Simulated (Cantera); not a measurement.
Feed: 1 mol Al, 4.1 mol Cl2, at 773.15 K and 7.50 Torr.

Cantera equilibrium calculation (NASA polynomials, part measured and part estimated; ideal gas, pure solids and liquids). Candidate condensed phases: Al, AlCl3; 8 gas species. The numbers say what is thermodynamically allowed, not how fast it happens.

Base state: Cl2 0.725, AlCl3 0.270, Al2Cl6 0.00452, Cl 4.18e-5 (mole fractions); condensed: gas only.

Question: What changes in the equilibrium state with this change: temperature from 773.15 K to 1348 K?

Answer: 
```tsv
species	before	after
Cl2	0.725	0.597
AlCl3	0.270	0.258
Cl	4.18e-5	0.145
Al2Cl6	0.00452	2.01e-6
```
